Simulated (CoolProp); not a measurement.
Vapour-liquid equilibrium of R22 (1) + R123 (2) at 300.6 K; x and y are mole fractions of (1).

The numbers come from the multi-fluid Helmholtz-energy mixture model, Kamei 1995 and Younglove 1994; pair parameters Bell 2016 in CoolProp.

```json
[
 {"x": "0.05", "bubble pressure, mixture model (MPa)": "?", "bubble pressure, Raoult's law (MPa)": "0.1507", "y, mixture model": "0.324", "y, Raoult's law": "0.370"},
 {"x": "0.2", "bubble pressure, mixture model (MPa)": "?", "bubble pressure, Raoult's law (MPa)": "0.3029", "y, mixture model": "?", "y, Raoult's law": "0.736"},
 {"x": "0.35", "bubble pressure, mixture model (MPa)": "0.4337", "bubble pressure, Raoult's law (MPa)": "0.4551", "y, mixture model": "?", "y, Raoult's law": "0.857"},
 {"x": "0.5", "bubble pressure, mixture model (MPa)": "?", "bubble pressure, Raoult's law (MPa)": "0.6073", "y, mixture model": "0.898", "y, Raoult's law": "0.918"},
 {"x": "0.65", "bubble pressure, mixture model (MPa)": "?", "bubble pressure, Raoult's law (MPa)": "0.7595", "y, mixture model": "0.938", "y, Raoult's law": "0.954"},
 {"x": "0.8", "bubble pressure, mixture model (MPa)": "?", "bubble pressure, Raoult's law (MPa)": "0.9117", "y, mixture model": "0.968", "y, Raoult's law": "0.978"},
 {"x": "0.95", "bubble pressure, mixture model (MPa)": "1.056", "bubble pressure, Raoult's law (MPa)": "1.064", "y, mixture model": "0.992", "y, Raoult's law": "0.995"}
]
```

Q: Fill in the missing entries.

A: 
- 0.05, bubble pressure, mixture model (MPa): 0.1431
- 0.2, bubble pressure, mixture model (MPa): 0.2838
- 0.2, y, mixture model: 0.699
- 0.35, y, mixture model: 0.831
- 0.5, bubble pressure, mixture model (MPa): 0.5855
- 0.65, bubble pressure, mixture model (MPa): 0.7373
- 0.8, bubble pressure, mixture model (MPa): 0.8916

The largest gap from Raoult's law is -6.3 % in bubble pressure, at x = 0.2. No azeotrope shows between x = 0.05 and 0.95.

The pair parameters rest on a limited set of measurements; away from them the model extrapolates.
